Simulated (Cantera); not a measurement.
What does this Cantera script print?

```python
import numpy as np
import cantera as ct

gas_names = """
    Mg
""".split()
cond_names = """
    MgI2(s) MgI2(L) I2(cr) I2(L)
""".split()


# ... load() reads the species with a 1 bar reference pressure and builds the phases ...
species = {s.name: s for s in load("nasa_gas.yaml", gas_names) + load("nasa_condensed.yaml", cond_names)}
# Each term lists the table entries of one substance; the one whose range holds T is used.
reactions = {
    'MgI2 = Mg(g) + I2':
        [(-1, ['MgI2(s)', 'MgI2(L)']), (1, ['Mg']), (1, ['I2(cr)', 'I2(L)'])],
}


def pick(names, T):
    return next(species[n] for n in names if species[n].thermo.min_temp <= T <= species[n].thermo.max_temp)


results = []
for label, terms in reactions.items():
    print(label)
    print("     T/K   dH/kJ  dS/(J/K)   dG/kJ   log10 K")
    for T in [350, 375, 400, 425, 450, 475, 500, 525]:
        used = [(nu, pick(names, T)) for nu, names in terms]
        dH = sum(nu * s.thermo.h(T) for nu, s in used) / 1e6
        dS = sum(nu * s.thermo.s(T) for nu, s in used) / 1e3
        dG = dH - T * dS / 1e3
        logK = -dG * 1e6 / (ct.gas_constant * T * np.log(10))
        results.append((label, T, dH, dS, dG, logK, [s.name for _, s in used]))
        print(f"{T:8g} {dH:8.1f} {dS:8.1f} {dG:8.1f} {logK:8.2f}")
```

It prints:

```
MgI2 = Mg(g) + I2
     T/K   dH/kJ  dS/(J/K)   dG/kJ   log10 K
     350    514.1    135.2    466.8   -69.66
     375    514.2    135.4    463.4   -64.55
     400    530.2    176.8    459.5   -60.00
     425    530.7    178.1    455.0   -55.92
     450    531.2    179.3    450.6   -52.30
     475    531.7    180.4    446.1   -49.05
     500    532.2    181.4    441.5   -46.13
     525    532.7    182.3    437.0   -43.48
```

Cantera with NASA thermochemical tables; ideal gases at 1 bar, condensed phases pure. Condensed species are held in their standard states even where they would react or evaporate.
